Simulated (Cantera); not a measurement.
Source: NASA polynomial tables (part measured, part estimated), evaluated in Cantera. Values are per mole of reaction as written; species without (g) are pure solids or liquids, kept so even where they would boil at 1 bar.

2 Ta2O5 + NH3(g) → 3 H(g) + 4 TaO2(g) + NO2(g)

| T (K) | ΔH° (kJ) | ΔS° (J/K) | ΔG° (kJ) | log10 K |
|---|---|---|---|---|
| 598 | ___ | ___ | ___ | ___ |
| 648 | 4006.8 | 1192.2 | 3234.2 | -260.70 |
| 698 | ___ | ___ | ___ | ___ |
| 748 | 4000.4 | 1183.1 | 3115.4 | -217.56 |
| 798 | ___ | ___ | ___ | ___ |
| 848 | 3993.4 | 1174.3 | 2997.6 | -184.64 |

Some entries are withheld; supply them.


- 598, ΔH° (kJ): 4009.7
- 598, ΔS° (J/K): 1196.9
- 598, ΔG° (kJ): 3293.9
- 598, log10 K: -287.72
- 698, ΔH° (kJ): 4003.7
- 698, ΔS° (J/K): 1187.6
- 698, ΔG° (kJ): 3174.7
- 698, log10 K: -237.57
- 798, ΔH° (kJ): 3997.0
- 798, ΔS° (J/K): 1178.7
- 798, ΔG° (kJ): 3056.4
- 798, log10 K: -200.06
